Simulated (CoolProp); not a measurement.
Values from CoolProp's reference Helmholtz-energy equation of state, Aleksandrov 2011. It is a short technical equation, of lower accuracy than the large ones.

### Question
Give the vapour pressure (kPa), liquid density (kg/m³), vapour density (kg/m³), enthalpy of vaporisation (kJ/kg) of saturated n-undecane at 350.7, 365.2 K.

### Answer
```json
[
 {"T (K)": "350.7", "p (kPa)": "1.54", "liquid density (kg/m³)": "696", "vapour density (kg/m³)": "0.0828", "enthalpy of vaporisation (kJ/kg)": "332"},
 {"T (K)": "365.2", "p (kPa)": "3.10", "liquid density (kg/m³)": "685", "vapour density (kg/m³)": "0.161", "enthalpy of vaporisation (kJ/kg)": "324"}
]
```
